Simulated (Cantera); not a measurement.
A freely propagating, adiabatic, planar premixed flame of H2 : O2 : N2 = 1 : 0.521 : 1.96 (molar parts), unburnt at 498 K and 100000 Pa; mixture-averaged transport, grid criteria slope 0.08 and curve 0.16, no radiation.

Computed with Cantera and the H2/O2 subset of GRI-Mech 3.0, which has no nitrogen chemistry. Burning velocities carry a grid error of a few per cent, more on coarse grids.

**Question.** How do the results move with these cheaper or finer settings: unity-Lewis-number transport; multicomponent transport; multicomponent+Soret transport; grid criteria slope 0.5, curve 1; grid criteria slope 0.25, curve 0.5; grid criteria slope 0.03, curve 0.06?

**Answer.** 
```tsv
setting	laminar burning velocity	thermal thickness	peak x(OH)	peak x(HO2)	grid points
as above	514 cm/s	0.435 mm	0.0176	0.000378	125
unity-Lewis-number transport	351 cm/s	0.337 mm	0.0176	0.000281	112
multicomponent transport	504 cm/s	0.432 mm	0.0175	0.000379	126
multicomponent+Soret transport	473 cm/s	0.425 mm	0.0175	0.000379	125
grid criteria slope 0.5, curve 1	572 cm/s	0.523 mm	0.0179	0.000361	40
grid criteria slope 0.25, curve 0.5	534 cm/s	0.468 mm	0.0177	0.000364	60
grid criteria slope 0.03, curve 0.06	507 cm/s	0.427 mm	0.0175	0.000380	266
```
Unity Lewis numbers drop preferential diffusion, which matters most where H2 and H carry the flame; Soret adds thermal diffusion.
